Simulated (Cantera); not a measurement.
Charge: 1 mol Pb, 7 mol H₂, 0.071 mol O₂, at 1525 K and 0.140 bar.

Cantera equilibrium calculation (NASA polynomials, part measured and part estimated; ideal gas, pure solids and liquids). Candidate condensed phases: H₂O, Pb, PbO, PbO₂, Pb₃O₄; 12 gas species. Kinetics and transport are ignored.

Base state: H₂ 0.857, Pb 0.125, H₂O 0.0177, H 5.85e-5, Pb₂ 3.44e-5 (mole fractions); condensed: gas only.

Task: What changes in the equilibrium state with this change: temperature from 1525 K to 1300 K?

Result: 
| species | before | after |
|---|---|---|
| H₂ | 0.857 | 0.961 |
| H₂O | 0.0177 | 0.0199 |
| Pb | 0.125 | 0.0187 |
| H | 5.85e-5 | 2.90e-6 |
| Pb₂ | 3.44e-5 | 1.78e-6 |
| Pb(l), mol | 0 | 0.866 |
